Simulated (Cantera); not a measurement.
Input: 1 mol SiCl4, 3.2 mol NH3, held at 1.70 mbar.

Method: chemical equilibrium by Gibbs-energy minimisation in Cantera with the NASA 1993 tables (ideal gas, pure condensed phases). Candidate condensed phases: NH4Cl, Si, Si3N4; 28 gas species. The tables' values for SiCl3 are old estimates; treat these amounts as uncertain. Rates play no part.

x: gas mole fraction; n: condensed amount in mol.

```csv
T (K),x H2,x HCl,x N2,x SiCl2,x SiCl4,n Si3N4(s)
773,0.446,0.366,0.149,6.86e-10,0.0394,0.233
873,0.429,0.396,0.143,9.80e-8,0.0317,0.252
973,0.417,0.417,0.139,4.92e-6,0.0260,0.266
1073,0.409,0.432,0.136,0.000116,0.0216,0.276
1173,0.403,0.440,0.135,(withheld),(withheld),0.279
1273,0.404,0.428,0.139,(withheld),(withheld),0.259
1373,0.418,0.367,0.156,0.0474,0.00448,0.176
1473,0.446,0.266,0.183,0.0992,0.000809,0.0432
```

What belongs in the gaps?


- 1173, x SiCl2: 0.00153
- 1173, x SiCl4: 0.0176
- 1273, x SiCl2: 0.0119
- 1273, x SiCl4: 0.0119
